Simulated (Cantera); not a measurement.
Input (Python, Cantera):

```python
import numpy as np
import cantera as ct

gas = ct.Solution("h2o2.yaml")
gas.TPX = 1423, 230, {'H2': 0.027, 'O2': 1}
inlet = ct.Reservoir(gas, clone=True)

reactor = ct.IdealGasConstPressureReactor(gas, energy="off", clone=False)
exhaust = ct.Reservoir(gas, clone=True)
tau = [1.5, 0.77, 0.41, 0.21, 0.11, 0.058, 0.031, 0.016, 0.0084, 0.0044][0]
for a, b in ((inlet, reactor), (reactor, exhaust)):
    ct.MassFlowController(a, b, mdot=lambda t: reactor.mass / tau)
net = ct.ReactorNet([reactor])
show = ['H2', 'O2', 'H', 'HO2', 'O']

rows = []
print(f"{'tau/s':>10s}{'T/K':>9s}" + "".join(f"{s:>11s}" for s in show))
for tau in [1.5, 0.77, 0.41, 0.21, 0.11, 0.058, 0.031, 0.016, 0.0084, 0.0044]:
    net.initial_time = 0.0
    net.advance(30 * tau)
    before = gas.X
    net.advance(40 * tau)
    drift = np.max(np.abs(gas.X - before) / (gas.X + 1e-9))
    rows.append([gas.T, *gas[show].X, drift])
    print(f"{tau:10.3e}{gas.T:9.1f}" + "".join(f"{x:11.3e}" for x in gas[show].X))
```

Output:

```
     tau/s      T/K         H2         O2          H        HO2          O
 1.500e+00   1423.0  2.348e-04  9.540e-01  1.278e-03  1.554e-07  1.741e-02
 7.700e-01   1423.0  2.755e-04  9.522e-01  1.475e-03  1.620e-07  1.910e-02
 4.100e-01   1423.0  3.256e-04  9.511e-01  1.606e-03  1.664e-07  2.007e-02
 2.100e-01   1423.0  4.108e-04  9.505e-01  1.707e-03  1.703e-07  2.058e-02
 1.100e-01   1423.0  5.580e-04  9.503e-01  1.790e-03  1.745e-07  2.067e-02
 5.800e-02   1423.0  8.236e-04  9.504e-01  1.880e-03  1.802e-07  2.041e-02
 3.100e-02   1423.0  1.293e-03  9.509e-01  1.987e-03  1.878e-07  1.976e-02
 1.600e-02   1423.0  2.183e-03  9.518e-01  2.113e-03  1.975e-07  1.855e-02
 8.400e-03   1423.0  3.721e-03  9.534e-01  2.201e-03  2.064e-07  1.670e-02
 4.400e-03   1423.0  6.383e-03  9.560e-01  2.156e-03  2.110e-07  1.397e-02
```

Cantera simulation using the H2/O2 subset of GRI-Mech 3.0, which has no nitrogen chemistry; the numbers are that mechanism's predictions, not measurements. Radical loss at walls, strong at low pressure, is not modelled.
